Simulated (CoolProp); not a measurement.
Values from CoolProp's reference Helmholtz-energy equation of state, Tillner-Roth 1997.

### Question
Give the vapour pressure (MPa), liquid density (kg/m³), surface tension (mN/m), vapour viscosity (µPa s) of saturated CH2F2 (R32) at 224.9, 229.2 K.

### Answer
```csv
T (K),p (MPa),liquid density (kg/m³),surface tension (mN/m),vapour viscosity (µPa s)
224.9,0.120,1200,20.0,10.0
229.2,0.148,1190,19.1,10.2
```

Viscosity comes from a separate model (Bell 2016), an estimate that may be off by 10 % or more. Surface tension comes from a separate correlation (Mulero 2012).
